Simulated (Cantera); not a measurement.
An isothermal, constant-pressure homogeneous reactor starts with CH4 : H2O = 1 : 3.3 (molar parts), at 1225 K and 1.20 bar. Integrator tolerance rtol = 1e-08.

Detailed kinetics in Cantera: GRI-Mech 3.0 (53 species, 325 reactions).

What does this change do: temperature 1225 to 1700 K?


| quantity | before | after |
|---|---|---|
| x(CH4) at 3.00 s | 0.231 (gas-phase equilibrium 1.82e-5) | 0.00135 (gas-phase equilibrium 3.70e-8) |
| x(H2O) at 3.00 s | 0.767 (gas-phase equilibrium 0.319) | 0.341 (gas-phase equilibrium 0.339) |
| x(C2H) at 3.00 s | <1e-12 (gas-phase equilibrium <1e-12) | 1.02e-10 (gas-phase equilibrium <1e-12) |
| x(HO2) at 3.00 s | <1e-12 (gas-phase equilibrium <1e-12) | <1e-12 (gas-phase equilibrium <1e-12) |
| x(OH) at 3.00 s | 4.45e-9 (gas-phase equilibrium 1.15e-9) | 3.36e-6 (gas-phase equilibrium 3.34e-6) |
| x(O2) at 3.00 s | <1e-12 (gas-phase equilibrium <1e-12) | 1.57e-10 (gas-phase equilibrium 1.55e-10) |
